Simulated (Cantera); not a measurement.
Mixture: CH4 : CO : O2 : N2 : H2O = 1 : 1.2 : 1.37 : 5.15 : 1.8 (molar parts), equivalence ratio 1.9, at 280000 Pa, adiabatic and at constant volume. Ignition delay is the time to a rise of 400 K.

Computed with Cantera and GRI-Mech 3.0 (53 species, 325 reactions).

### Question
What does this change do: H2O 1.8 to 2.7 parts?

### Answer
| quantity | before | after |
|---|---|---|
| delay at 1100 K | 0.269 s | 0.285 s |
| delay at 1200 K | 54.9 ms | 59.1 ms |
| delay at 1300 K | 13.2 ms | 14.4 ms |
| delay at 1400 K | 3.56 ms | 3.92 ms |
| delay at 1500 K | 1.06 ms | 1.17 ms |
| delay at 1600 K | 0.355 ms | 0.388 ms |
| apparent activation energy between 1400 and 1600 K | 210 kJ/mol | 220 kJ/mol |

### Question
What does this change do: pressure from 280000 Pa to 100000 Pa?

### Answer
| quantity | before | after |
|---|---|---|
| delay at 1100 K | 0.269 s | 0.700 s |
| delay at 1200 K | 54.9 ms | 0.135 s |
| delay at 1300 K | 13.2 ms | 30.1 ms |
| delay at 1400 K | 3.56 ms | 7.62 ms |
| delay at 1500 K | 1.06 ms | 2.19 ms |
| delay at 1600 K | 0.355 ms | 0.735 ms |
| apparent activation energy between 1400 and 1600 K | 210 kJ/mol | 220 kJ/mol |
